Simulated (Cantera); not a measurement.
# Thermodynamics of boron, boron nitride and boron oxide, feed B2O3 + N2 + H2

Feed: 1 mol B2O3, 12 mol N2, 38 mol H2, held at 13.3 mbar.

Method: chemical equilibrium by Gibbs-energy minimisation in Cantera with the NASA 1993 tables (ideal gas, pure condensed phases). Candidate condensed phases: B, BN, B2O3, B3O3H3, H2O; 39 gas species. N2 is the only nitrogen source here; it is nearly inert below about 1500 K, so the nitride shown seldom forms there in practice. Mutual solubility and eutectic melting of coexisting phases are not modelled. Equilibrium is a limit: real reactors are often held back by kinetics, nucleation or transport.

| T (°C) | x H2 | x N2 | x H | x HBO | x HBO2 | n BN(s) | n B2O3(l) |
|---|---|---|---|---|---|---|---|
| 902 | 0.759 | 0.240 | 9.25e-7 | 4.93e-6 | 0.000159 | 0.0362 | 0.978 |
| 1002 | 0.759 | 0.240 | 5.56e-6 | 5.05e-5 | 0.000609 | 0.0414 | 0.962 |
| 1102 | 0.757 | 0.239 | 2.58e-5 | 0.000365 | 0.00189 | 0.0559 | 0.911 |
| 1202 | 0.753 | 0.238 | 9.75e-5 | 0.00199 | 0.00495 | 0.0770 | 0.736 |
| 1302 | 0.736 | 0.235 | 0.000309 | 0.00866 | 0.0112 | 0.0486 | 0.0796 |
| 1402 | 0.732 | 0.235 | 0.000860 | 0.0115 | 0.0115 | 0 | 0 |
| 1502 | 0.729 | 0.235 | 0.00214 | 0.0126 | 0.0118 | 0 | 0 |
| 1602 | 0.725 | 0.235 | 0.00484 | 0.0134 | 0.0119 | 0 | 0 |
| 1702 | 0.719 | 0.234 | 0.0101 | 0.0138 | 0.0118 | 0 | 0 |
| 1802 | 0.709 | 0.232 | 0.0194 | 0.0137 | 0.0114 | 0 | 0 |
x: gas mole fraction; n: condensed amount in mol.

From 902 °C to 1302 °C the condensed part is BN(s) + B2O3(l). From 1402 °C to 1802 °C nothing is condensed. The main B-bearing gas is HBO2 at 902 °C and HBO at 1802 °C.
